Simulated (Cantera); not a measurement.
Feed: 1 mol C₃H₈, 1.8 mol H₂, 12 mol N₂, equilibrated at 1900 K and 0.310 bar.

Cantera equilibrium calculation (NASA polynomials, part measured and part estimated; ideal gas, pure solids and liquids). Equilibrium is a limit: real reactors are often held back by kinetics, nucleation or transport.

```
species             before     after
----------------  --------  --------
N₂                   0.672     0.579
H₂                   0.323     0.177
H                 0.000810     0.138
C₂H₂ (acetylene)  0.000123    0.0126
HNC               0.000213    0.0136
HCN                0.00453    0.0694
C₃                   <1e-9   0.00166
C₂H                4.04e-9   0.00181
C                    <1e-9  0.000256
C₂                   <1e-9  0.000171
C₅                   <1e-9   3.52e-5
CN                 2.10e-7   0.00584
C(graphite), mol      2.91     0.564
```
Gas species are given as mole fractions.

**Question.** Name the change that produced these shifts.
(A) temperature from 1900 K to 3048 K
(B) temperature from 1900 K to 550 K
(C) temperature from 1900 K to 2898 K
(D) temperature from 1900 K to 2973 K

**Answer.** A, temperature from 1900 K to 3048 K
